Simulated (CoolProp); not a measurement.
A simple Rankine cycle with isobutane: condensing at 303.15 K, boiler at 1.93 MPa, turbine inlet 376.6 K, turbine efficiency 0.7, pump efficiency 0.8, no recuperator. Each further row changes one setting.

Values from CoolProp's reference Helmholtz-energy equation of state, Bücker 2006.

```csv
case,thermal efficiency (%),net work (kJ/kg),heat in (kJ/kg),turbine exit temperature (K),volume ratio over the turbine
as stated,9.9,41.0,415,330.3,5.58
turbine inlet 396.6 K,9.9,46.2,467,354.4,5.26
condensing temperature 295.15 K,11.0,47.6,434,325.2,7.04
boiler pressure 1.35 MPa,8.1,35.4,439,345.4,3.53
turbine efficiency 0.6,8.3,34.6,415,333.6,5.65
```
